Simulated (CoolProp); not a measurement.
Ethylbenzene at several states: Z from the reference equation and from simpler models built on Tc = 344.0 °C, pc = 3.622 MPa, ω = 0.304; each cubic takes its own stable root.

Computed with CoolProp (reference Helmholtz-energy equation of state, Zhou 2012).

| T (°C) | p (MPa) | phase | reference | van der Waals | Redlich-Kwong |
|---|---|---|---|---|---|
| -44.85 | 0.98 | liquid | (withheld) | (withheld) | (withheld) |
| 87.05 | 0.203 | liquid | (withheld) | (withheld) | 0.01044 |
| -72.35 | 0.023 | liquid | 0.001543 | (withheld) | (withheld) |

Problem. Fill in the missing entries.

Solution. 
- -44.85, reference: 0.05933
- -44.85, van der Waals: 0.1043
- -44.85, Redlich-Kwong: 0.07004
- 87.05, reference: 0.008914
- 87.05, van der Waals: 0.9390
- -72.35, van der Waals: 0.002735
- -72.35, Redlich-Kwong: 0.001835

At some of these states van der Waals gives the other phase, because its saturation line lies elsewhere.
